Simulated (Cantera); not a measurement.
A Cantera script and what it prints.

```python
import numpy as np
import cantera as ct

gas_names = """
    Electron C C+ C- CH CH+ CH2 CH3 CH4 C2 C2+ C2- C2H C2H2,acetylene C2H2,vinylidene C2H3,vinyl C2H4
    C2H5 C2H6 C3 C3H3,propargyl C3H4,allene C3H4,propyne C3H4,cyclo- C3H5,allyl C3H6,propylene
    C3H6,cyclo- C3H7,n-propyl C3H7,i-propyl C3H8 C4 C4H2 C4H4,1,3-cyclo- C4H6,butadiene C4H6,2-butyne
    C4H6,cyclo- C4H8,1-butene C4H8,cis2-buten C4H8,tr2-butene C4H8,isobutene C4H8,cyclo- C4H9,n-butyl
    C4H9,i-butyl C4H9,s-butyl C4H9,t-butyl C4H10,isobutane C4H10,n-butane C5 C5H6,1,3cyclo- C5H8,cyclo-
    C5H10,1-pentene C5H10,cyclo- C5H11,pentyl C5H11,t-pentyl C5H12,n-pentane C5H12,i-pentane
    CH3C(CH3)2CH3 C6H2 C6H5,phenyl C6H6 C6H10,cyclo- C6H12,1-hexene C6H12,cyclo- C6H13,n-hexyl
    C7H7,benzyl C7H8 C7H14,1-heptene C7H15,n-heptyl C7H16,n-heptane C8H8,styrene C8H10,ethylbenz
    C8H16,1-octene C8H17,n-octyl C8H18,isooctane C8H18,n-octane C9H19,n-nonyl C10H8,naphthale
    C10H21,n-decyl C12H9,o-bipheny C12H10,bipheny H H+ H- H2 H2+ H2- Si Si+ SiC SiC2 SiC4H12 SiH SiH+
    SiH2 SiH3 SiH4 Si2 Si2C Si3
""".split()
cond_names = """
    C(gr) C6H6(L) C7H8(L) C8H18(L),n-octa Si(cr) Si(L) SiC(b)
""".split()


def load(file, names, dense=False):
    # The tables refer to 1 bar. Condensed volumes are neglected.
    table = {s.name: s for s in ct.Species.list_from_file(file)}
    out = []
    for n in names:
        d = dict(table[n].input_data)
        d["thermo"] = dict(d["thermo"], **{"reference-pressure": 1e5})
        if dense:
            d["equation-of-state"] = {"model": "constant-volume", "density": "1e6 g/cm^3"}
        out.append(ct.Species.from_dict(d))
    return out


gas = ct.Solution(thermo="ideal-gas", species=load("nasa_gas.yaml", gas_names))
cond = {s.name: ct.Solution(thermo="fixed-stoichiometry", species=[s], name=s.name)
        for s in load("nasa_condensed.yaml", cond_names, dense=True)}
atoms = {
    'SiC': {'Si': 1, 'C': 1},
    'Si': {'Si': 1},
    'H2': {'H': 2},
}
top_T = {'C(gr)': 4500, 'SiC(b)': 3050}  # K; cautious upper limits of use, not melting points


def equilibrate(T, P, feed):
    n = {}
    for name, mol in feed.items():
        for a, k in atoms[name].items():
            n[a] = n.get(a, 0.0) + k * mol
    gas.TPX = T, P, n
    mass = sum(n.values()) * gas.mean_molecular_weight
    gas.equilibrate("TP")
    valid = [c for c in cond.values() if c.min_temp <= T <= top_T.get(c.name, c.max_temp)]
    mix = ct.Mixture([(gas, mass / gas.mean_molecular_weight)] + [(c, 0.0) for c in valid])
    mix.T, mix.P = T, P
    mix.equilibrate("TP", solver="vcs", rtol=1e-11, max_steps=5000)
    return mix


results = []
feed = {'SiC': 1, 'Si': 0.41, 'H2': 0.017}  # mol
P = 5.7  # Pa
for T in [2000, 2500, 3000, 3500, 4000, 4500, 5000]:
    mix = equilibrate(T, P, feed)
    results.append((T, P, feed, dict(zip(mix.species_names, mix.species_moles))))

top = {s: max(r[3][s] / sum(r[3][g] for g in gas_names) for r in results) for s in gas_names}
cols = sorted((s for s in top if top[s] > 0.001), key=lambda s: -top[s])[:7]
seen = [c for c in cond_names if any(r[3].get(c, 0) > 1e-12 for r in results)]
print("log10 of partial pressures in bar; condensed amounts in mol")
print(f"{'T/K':>10s}" + "".join(f"{s[:9]:>10s}" for s in cols + seen))
for T, P, feed, n in results:
    ng = sum(n[g] for g in gas_names)
    print(f"{T:10.4g}" + "".join(f"{np.log10(max(n[s] / ng * P / 1e5, 1e-99)):10.3f}" for s in cols)
          + "".join(f"{n.get(c, 0):10.4g}" for c in seen))
```

Result:

```
log10 of partial pressures in bar; condensed amounts in mol
       T/K        Si         C      SiC2  Electron       Si+        H2         H     C(gr)     Si(L)    SiC(b)
      2000    -4.361   -11.777    -8.266   -11.508   -11.509    -5.140    -5.359         0    0.3275    0.9978
      2500    -4.362    -6.779    -4.948    -9.336    -9.335    -8.557    -5.878    0.3731         0         0
      3000    -4.420    -4.946    -5.797    -7.898    -7.897   -10.436    -6.020         0         0         0
      3500    -4.484    -4.640    -8.430    -6.871    -6.871   -11.742    -6.100         0         0         0
      4000    -4.501    -4.639   -10.831    -6.076    -6.076   -12.619    -6.107         0         0         0
      4500    -4.559    -4.659   -12.782    -5.474    -5.474   -13.332    -6.127         0         0         0
      5000    -4.727    -4.707   -14.525    -5.047    -5.048   -13.967    -6.175         0         0         0
```

Method: chemical equilibrium by Gibbs-energy minimisation in Cantera with the NASA 1993 tables (ideal gas, pure condensed phases). Mutual solubility and eutectic melting of coexisting phases are not modelled. Gases not in the tables: Si2H6 and higher silanes.
